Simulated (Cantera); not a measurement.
An isothermal, constant-pressure homogeneous reactor starts with CH₂O : O₂ : N₂ = 0.016 : 0.033 : 1 (molar parts), equivalence ratio 0.48, at 1400 K and 1880 Torr.

Model: GRI-Mech 3.0 (53 species, 325 reactions), integrated in Cantera.

### Question
Predict: x(O₂) at 30.0 s; x(OH) at 30.0 s; x(NO) at 30.0 s.

### Answer
| Property | Result |
|---|---|
| x(O₂) at 30.0 s | 0.0162 (gas-phase equilibrium 0.0161) |
| x(OH) at 30.0 s | 5.05e-6 (gas-phase equilibrium 5.05e-6) |
| x(NO) at 30.0 s | 1.89e-6 (gas-phase equilibrium 0.000222) |
